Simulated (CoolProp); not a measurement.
Values from CoolProp's reference Helmholtz-energy equation of state, Pan 2012.

Q: Give the vapour pressure (kPa), enthalpy of vaporisation (kJ/kg), liquid cp (kJ/(kg K)), vapour Z of saturated R236FA at 58.95, 67.15, 75.25 °C.

A: 
```tsv
T (°C)	p (kPa)	enthalpy of vaporisation (kJ/kg)	liquid cp (kJ/(kg K))	vapour Z
58.95	742	123	1.34	0.813
67.15	916	117	1.37	0.782
75.25	1120	110	1.42	0.749
```
